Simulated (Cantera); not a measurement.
FeS2 + H2 + H2O (hydrogen reduction and annealing atmospheres)

Feed: 1 mol FeS2, 3 mol H2, a varied amount of H2O, equilibrated at 1700 K and 45.0 Pa.

Equilibrium computed with Cantera from the NASA thermochemical tables; the gas is ideal and each condensed phase is pure. Candidate condensed phases: Fe, FeO, Fe(OH)2, Fe(OH)3, FeS, FeSO4, FeS2, Fe2O3, Fe2(SO4)3, Fe3O4, H2O, H2SO4, S; 22 gas species. Equilibrium is a limit: real reactors are often held back by kinetics, nucleation or transport.

| n(H2O) (mol) | log p H2 | log p S2 | log p H2O | log p Fe | log p SH | log p H2S | n Fe(δ) |
|---|---|---|---|---|---|---|---|
| 0.041 | -3.49 | -3.99 | -5.38 | -5.20 | -5.23 | -5.30 | 0.943 |
| 0.053 | -3.50 | -3.99 | -5.27 | -5.20 | -5.23 | -5.30 | 0.942 |
| 0.067 | -3.50 | -3.99 | -5.17 | -5.20 | -5.23 | -5.30 | 0.942 |
| 0.086 | -3.50 | -4.00 | -5.07 | -5.20 | -5.23 | -5.31 | 0.942 |
| 0.11 | -3.50 | -4.00 | -4.97 | -5.20 | -5.24 | -5.31 | 0.942 |
| 0.14 | -3.50 | -4.00 | -4.87 | -5.20 | -5.24 | -5.32 | 0.941 |
| 0.18 | -3.51 | -4.01 | -4.76 | -5.20 | -5.24 | -5.32 | 0.941 |
| 0.23 | -3.51 | -4.01 | -4.67 | -5.20 | -5.25 | -5.33 | 0.940 |
| 0.29 | -3.52 | -4.02 | -4.58 | -5.20 | -5.26 | -5.34 | 0.939 |
| 0.37 | -3.52 | -4.03 | -4.48 | -5.20 | -5.27 | -5.35 | 0.938 |
| 0.48 | -3.53 | -4.05 | -4.39 | -5.20 | -5.28 | -5.37 | 0.936 |
log p: log10 of the partial pressure in bar; n: condensed amount in mol.

From 0.041 mol H2O to 0.48 mol H2O the condensed part is Fe(δ). The main Fe-bearing gas is Fe throughout.
